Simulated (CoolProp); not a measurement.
A Linde-Hampson liquefier for nitrogen: isothermal reversible compression at 280 K from 1 atm to 10 MPa, throttling to 1 atm, return gas leaving the recuperator 0 K below the feed. Each further row changes one setting.

Model: reference Helmholtz-energy equation of state, Span 2000, in CoolProp.

```csv
case,liquid yield per pass,compression work (kJ/kg of gas)
as stated,0.055,380
as stated,0.055,380
high pressure 20 MPa,0.092,438
warm-end temperature 310 K,0.040,423
warm-end gap 5 K,0.043,380
high pressure 20 MPa,0.092,438
warm-end temperature 310 K,0.040,423
warm-end gap 5 K,0.043,380
```
